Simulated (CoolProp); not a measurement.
R21 along the isobar 85.4 bar: Z from the reference equation and from simpler models built on Tc = 179.6 °C, pc = 52.89 bar, ω = 0.206; each cubic takes its own stable root.

Values from CoolProp's reference Helmholtz-energy equation of state, Platzer 1990. This equation is an older, rougher fit; its heat capacities, sound speeds and derivatives of the liquid may be far off and weren't checked against measurements.

```tsv
T (°C)	phase	reference
52.35	liquid	0.2450
60.15	liquid	0.2427
67.95	liquid	0.2407
75.75	liquid	0.2390
83.55	liquid	0.2377
91.35	liquid	0.2366
99.05	liquid	0.2358
106.85	liquid	0.2354
114.65	liquid	0.2353
122.45	liquid	0.2356
130.25	liquid	0.2364
```

Task: How far does each simpler model (Redlich-Kwong, Soave-Redlich-Kwong, Peng-Robinson) lie from the reference over these 11 states: mean and median of the absolute difference, and the worst?

Result: 
- Redlich-Kwong: mean 10.5 %, median 10.4 %, worst +12.4 % at 130.25 °C and 85.4 bar
- Soave-Redlich-Kwong: mean 7.6 %, median 7.3 %, worst +9.6 % at 130.25 °C and 85.4 bar
- Peng-Robinson: mean 4.7 %, median 4.9 %, worst -5.8 % at 52.35 °C and 85.4 bar
